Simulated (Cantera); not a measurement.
**Stirred combustor or abatement burner**

A perfectly stirred reactor is fed with CH4 : C2H6 : C3H8 : O2 : N2 = 1 : 0.054 : 0.034 : 5.75 : 21.6 (molar parts), equivalence ratio 0.41, at 16.0 bar; it is adiabatic with a 800 K inlet, and is followed from long to short residence time, starting on the burning branch (τ in s: 0.42, 0.13, 0.04, 0.012, 0.0038, 0.0012, 0.00037, 0.00011, 3.5e-05).

Cantera simulation using GRI-Mech 3.0 (53 species, 325 reactions); the numbers are that mechanism's predictions, not measurements. The pressure lies above the range GRI-Mech 3.0 was tuned for (to about 10 atm).

```
τ (s)    T (K)     x CH4   x C2H6   x C3H8   x H2O  x CH2CO
-------  -----  --------  -------  -------  ------  -------
0.42      1726   8.47e-7  9.89e-9  5.92e-9  0.0805  3.65e-8
0.13      1725   2.56e-6  3.04e-8  1.83e-8  0.0805  1.13e-7
0.040     1725   7.18e-6  8.88e-8  5.43e-8  0.0805  3.33e-7
0.012     1723   1.90e-5  2.49e-7  1.55e-7  0.0804  9.42e-7
0.0038    1718   4.70e-5  6.57e-7  4.10e-7  0.0803  2.47e-6
0.0012    1707  0.000123  1.85e-6  1.12e-6  0.0800  6.76e-6
0.00037   1662  0.000477  8.39e-6  4.28e-6  0.0787  2.69e-5
0.00011    800    0.0352  0.00190  0.00120  <1e-12   <1e-12
3.5e-5     800    0.0352  0.00190  0.00120  <1e-12   <1e-12
```
x: mole fraction; the columns are a selection and need not sum to one.
